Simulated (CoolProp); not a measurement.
Properties of dimethyl carbonate at several states.

The numbers come from the reference Helmholtz-energy equation of state, Zhou 2011 in CoolProp.

| T (K) | p (kPa) | phase | cv (kJ/(kg K)) | isothermal compressibility (1/MPa) |
|---|---|---|---|---|
| 329 | 11.2 | gas | 1.169 | 89.68 |
| 361.8 | 77.7 | gas | 1.257 | 13.17 |
| 481.3 | 21.8 | gas | 1.541 | 45.98 |
